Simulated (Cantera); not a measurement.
A closed system holds: 1 mol PbO, 2.9 mol CO, 0.37 mol H₂, held at 82.5 Torr.

Method: chemical equilibrium by Gibbs-energy minimisation in Cantera with the NASA 1993 tables (ideal gas, pure condensed phases). Candidate condensed phases: C, C₆H₆, C₇H₈, C₈H₁₈, H₂O, Pb, PbO, PbO₂, Pb₃O₄; 113 gas species. Kinetics and transport are ignored. All values below are at 1248 K.

Base state: CO 0.618, CO₂ 0.258, H₂ 0.0678, H₂O 0.0441, Pb 0.0118 (mole fractions); condensed: Pb(l).

Task: What changes in the equilibrium state with this change: pressure from 82.5 Torr to 0.390 Torr?

Result: 
```tsv
species	before	after
CO	0.618	0.479
Pb	0.0118	0.234
CO₂	0.258	0.200
H₂O	0.0441	0.0341
H₂	0.0678	0.0525
Pb(l), mol	0.961	0
```
